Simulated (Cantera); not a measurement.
Feed: 1 mol N₂O, 5.4 mol H₂O, 3.3 mol N₂, at 1202 °C and 500000 Pa.

Method: chemical equilibrium by Gibbs-energy minimisation in Cantera with the NASA 1993 tables (ideal gas, pure condensed phases). Candidate condensed phases: H₂O; 24 gas species. The numbers say what is thermodynamically allowed, not how fast it happens.

Base state: H₂O 0.529, N₂ 0.421, O₂ 0.0488, NO 0.000381, OH 6.70e-5 (mole fractions); condensed: gas only.

Problem. What changes in the equilibrium state with this change: temperature from 1202 °C to 1827 °C?

Solution. 
| species | before | after |
|---|---|---|
| H₂O | 0.529 | 0.526 |
| N₂ | 0.421 | 0.419 |
| O₂ | 0.0488 | 0.0466 |
| OH | 6.70e-5 | 0.00344 |
| NO | 0.000381 | 0.00342 |
| H | 6.97e-9 | 3.54e-5 |
| O | 2.84e-7 | 0.000134 |
| H₂ | 1.44e-6 | 0.000646 |
